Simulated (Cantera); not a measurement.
## Equilibrium for thermal oxidation and active oxidation of silicon: Si + H2O + N2

Charge: 1 mol Si, 0.048 mol H2O, 46 mol N2, at 1750 °C.

Cantera equilibrium calculation (NASA polynomials, part measured and part estimated; ideal gas, pure solids and liquids). Candidate condensed phases: H2O, Si, SiO2, Si2N2O, Si3N4; 35 gas species. Mutual solubility and eutectic melting of coexisting phases are not modelled. The tables' values for SiN are old estimates; treat these amounts as uncertain. The numbers say what is thermodynamically allowed, not how fast it happens.

| P (Pa) | log p N2 | log p Si | log p H | log p SiO | log p H2 | log p Si2N | n Si(l) | n Si3N4(s) | n Si2N2O(s) |
|---|---|---|---|---|---|---|---|---|---|
| 0.100 | -6.01 | -7.69 | -8.69 | -8.99 | -11.94 | -14.65 | 0 | 0 | 0 |
| 0.600 | -5.23 | -6.92 | -7.92 | -8.21 | -10.39 | -12.70 | 0 | 0 | 0 |
| 3.60 | -4.45 | -6.14 | -7.15 | -7.44 | -8.86 | -10.76 | 0 | 0 | 0 |
| 22 | -3.67 | -5.35 | -6.43 | -6.65 | -7.42 | -8.80 | 0 | 0 | 0 |
| 130 | -2.90 | -4.59 | -5.84 | -5.88 | -6.23 | -6.89 | 0 | 0 | 0 |
| 770 | -2.12 | -4.24 | -5.34 | -5.10 | -5.25 | -5.80 | 0.571 | 0 | 0 |
| 4600 | -1.34 | -4.24 | -4.91 | -4.32 | -4.38 | -5.41 | 0.882 | 0 | 0 |
| 28000 | -0.55 | -4.31 | -4.50 | -3.53 | -3.55 | -5.15 | 0 | 0.313 | 0 |
| 170000 | 0.23 | -4.83 | -4.10 | -2.75 | -2.76 | -5.81 | 0 | 0.317 | 0 |
| 1000000 | 1.00 | -5.35 | -3.71 | -2.68 | -1.98 | -6.45 | 0 | 0.304 | 0.0385 |
log p: log10 of the partial pressure in bar; n: condensed amount in mol.

From 1.00e-6 bar to 0.00130 bar nothing is condensed. From 0.00770 bar to 0.0460 bar the condensed part is Si(l). From 0.280 bar to 1.70 bar the condensed part is Si3N4(s). At 10.0 bar the condensed part is Si2N2O(s) + Si3N4(s). The main Si-bearing gas is Si at 1.00e-6 bar and SiO at 10.0 bar.
